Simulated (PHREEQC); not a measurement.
A column of 0.5 m (30 cells, dispersivity 0.025 m, 300 s a shift, diffusion coefficient 3e-10 m²/s) holds 0.0038 eq of the database's cation exchanger X per kg of pore water, first in equilibrium with 0.068 mol/kgw KCl and 1e-05 mol/kgw HCl. It is flushed with 0.0022 mol MgCl2, 0.00032 mol NH4Cl and 1e-05 mol HCl per kg of water, at 15 °C. Values are for the last cell. The system is closed to CO2. Nothing may precipitate in this run.

Base run: PHREEQC, ion-association model, phreeqc.dat. Each further column changes one thing. The table gives K in solution (mol/kgw).

```json
[
 {"pore volumes": "0", "base": "0.0680", "exchange capacity from 0.0038 to 0.0019 eq/kgw": "0.0680", "dispersivity from 0.025 to 0.05 m": "0.0680"},
 {"pore volumes": "0.2833", "base": "0.0680", "exchange capacity from 0.0038 to 0.0019 eq/kgw": "0.0680", "dispersivity from 0.025 to 0.05 m": "0.0679"},
 {"pore volumes": "0.6833", "base": "0.0587", "exchange capacity from 0.0038 to 0.0019 eq/kgw": "0.0586", "dispersivity from 0.025 to 0.05 m": "0.0518"},
 {"pore volumes": "0.95", "base": "0.0358", "exchange capacity from 0.0038 to 0.0019 eq/kgw": "0.0353", "dispersivity from 0.025 to 0.05 m": "0.0330"},
 {"pore volumes": "1.217", "base": "0.0177", "exchange capacity from 0.0038 to 0.0019 eq/kgw": "0.0166", "dispersivity from 0.025 to 0.05 m": "0.0193"},
 {"pore volumes": "1.617", "base": "0.00646", "exchange capacity from 0.0038 to 0.0019 eq/kgw": "0.00457", "dispersivity from 0.025 to 0.05 m": "0.00864"},
 {"pore volumes": "1.883", "base": "0.00318", "exchange capacity from 0.0038 to 0.0019 eq/kgw": "0.00174", "dispersivity from 0.025 to 0.05 m": "___"},
 {"pore volumes": "2.15", "base": "0.00134", "exchange capacity from 0.0038 to 0.0019 eq/kgw": "0.000620", "dispersivity from 0.025 to 0.05 m": "___"},
 {"pore volumes": "2.417", "base": "0.000522", "exchange capacity from 0.0038 to 0.0019 eq/kgw": "___", "dispersivity from 0.025 to 0.05 m": "0.00168"},
 {"pore volumes": "2.817", "base": "0.000120", "exchange capacity from 0.0038 to 0.0019 eq/kgw": "3.96e-5", "dispersivity from 0.025 to 0.05 m": "0.000688"},
 {"pore volumes": "3.083", "base": "4.40e-5", "exchange capacity from 0.0038 to 0.0019 eq/kgw": "1.27e-5", "dispersivity from 0.025 to 0.05 m": "0.000376"},
 {"pore volumes": "3.35", "base": "1.60e-5", "exchange capacity from 0.0038 to 0.0019 eq/kgw": "4.04e-6", "dispersivity from 0.025 to 0.05 m": "___"},
 {"pore volumes": "3.75", "base": "3.44e-6", "exchange capacity from 0.0038 to 0.0019 eq/kgw": "___", "dispersivity from 0.025 to 0.05 m": "8.15e-5"},
 {"pore volumes": "4.017", "base": "1.23e-6", "exchange capacity from 0.0038 to 0.0019 eq/kgw": "2.22e-7", "dispersivity from 0.025 to 0.05 m": "4.41e-5"}
]
```

Q: What belongs in the gaps?

A: 
- 1.883, dispersivity from 0.025 to 0.05 m: 0.00513
- 2.15, dispersivity from 0.025 to 0.05 m: 0.00298
- 2.417, exchange capacity from 0.0038 to 0.0019 eq/kgw: 0.000211
- 3.35, dispersivity from 0.025 to 0.05 m: 0.000204
- 3.75, exchange capacity from 0.0038 to 0.0019 eq/kgw: 7.12e-7
